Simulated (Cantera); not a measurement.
A closed system holds: 1 mol PbS, 4 mol H2, 3.3 mol N2, at 1825 K and 13300 Pa.

Cantera equilibrium calculation (NASA polynomials, part measured and part estimated; ideal gas, pure solids and liquids). Candidate condensed phases: Pb, PbS, S; 18 gas species. The numbers say what is thermodynamically allowed, not how fast it happens.

Base state: H2 0.454, N2 0.392, PbS 0.0713, Pb 0.0473, H2S 0.0185, S2 0.0125, SH 0.00352, H 0.000813 (mole fractions); condensed: gas only.

Question: What changes in the equilibrium state with this change: PbS replaced by Al2O3?

Answer: 
```json
[
 {"species": "H2", "before": "0.454", "after": "0.547"},
 {"species": "N2", "before": "0.392", "after": "0.452"},
 {"species": "H", "before": "0.000813", "after": "0.000892"},
 {"species": "PbS", "before": "0.0713", "after": "0"},
 {"species": "Pb", "before": "0.0473", "after": "0"},
 {"species": "H2S", "before": "0.0185", "after": "0"},
 {"species": "S2", "before": "0.0125", "after": "0"},
 {"species": "Al", "before": "0", "after": "1.16e-5"},
 {"species": "SH", "before": "0.00352", "after": "0"},
 {"species": "S", "before": "0.000278", "after": "0"},
 {"species": "Al2O3(s), mol", "before": "0", "after": "1.000"}
]
```
Further candidate phases: Al, AlN, Al2O3, H2O.

Question: What changes in the equilibrium state with this change: temperature from 1825 K to 2100 K?

Answer: 
```json
[
 {"species": "H2", "before": "0.454", "after": "0.447"},
 {"species": "N2", "before": "0.392", "after": "0.384"},
 {"species": "Pb", "before": "0.0473", "after": "0.0701"},
 {"species": "PbS", "before": "0.0713", "after": "0.0463"},
 {"species": "S2", "before": "0.0125", "after": "0.0236"},
 {"species": "H2S", "before": "0.0185", "after": "0.0114"},
 {"species": "S", "before": "0.000278", "after": "0.00250"},
 {"species": "H", "before": "0.000813", "after": "0.00571"},
 {"species": "SH", "before": "0.00352", "after": "0.00907"}
]
```
